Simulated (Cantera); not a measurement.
# Adiabatic ignition

An adiabatic, constant-pressure homogeneous reactor starts with CH4 : H2 : O2 : N2 = 1 : 0.041 : 5.94 : 22.3 (molar parts), equivalence ratio 0.34, at 1375 K and 15.8 atm.

Computed with Cantera and GRI-Mech 3.0 (53 species, 325 reactions). The pressure lies above the range GRI-Mech 3.0 was tuned for (to about 10 atm).

```csv
t (s),T (K),x CH4,x H2,x O2,x N2O,x C2H2,x HO2
1.00e-6,1375,0.0342,0.00140,0.203,<1e-12,<1e-12,9.90e-8
3.47e-6,1375,0.0342,0.00140,0.203,1.38e-12,<1e-12,3.42e-7
1.20e-5,1375,0.0341,0.00140,0.203,1.50e-11,<1e-12,1.19e-6
4.16e-5,1375,0.0341,0.00140,0.203,2.21e-10,4.04e-12,4.79e-6
0.000144,1383,0.0328,0.00141,0.202,5.15e-9,2.63e-8,3.42e-5
0.000500,2111,<1e-12,3.04e-5,0.134,1.72e-6,<1e-12,5.13e-6
0.00173,2111,<1e-12,3.04e-5,0.134,1.72e-6,<1e-12,5.13e-6
0.00600,2111,<1e-12,3.03e-5,0.133,1.72e-6,<1e-12,5.12e-6
0.0208,2109,<1e-12,3.01e-5,0.133,1.71e-6,<1e-12,5.09e-6
0.0721,2105,<1e-12,2.94e-5,0.132,1.69e-6,<1e-12,4.99e-6
0.250,2098,<1e-12,2.81e-5,0.131,1.67e-6,<1e-12,4.80e-6
0.866,2094,<1e-12,2.74e-5,0.130,1.66e-6,<1e-12,4.71e-6
3.00,2094,<1e-12,2.74e-5,0.130,1.66e-6,<1e-12,4.71e-6
```
x: mole fraction; the columns are a selection and need not sum to one.

```
Item                                                                 Value
---------------------------------  ---------------------------------------
time of steepest temperature rise                                 0.234 ms
temperature at 3.00 s                                               2094 K
equilibrium temperature                                             2094 K
x(CH4) at 3.00 s                     <1e-12 (gas-phase equilibrium <1e-12)
x(H2) at 3.00 s                    2.74e-5 (gas-phase equilibrium 2.74e-5)
x(O2) at 3.00 s                        0.130 (gas-phase equilibrium 0.130)
```
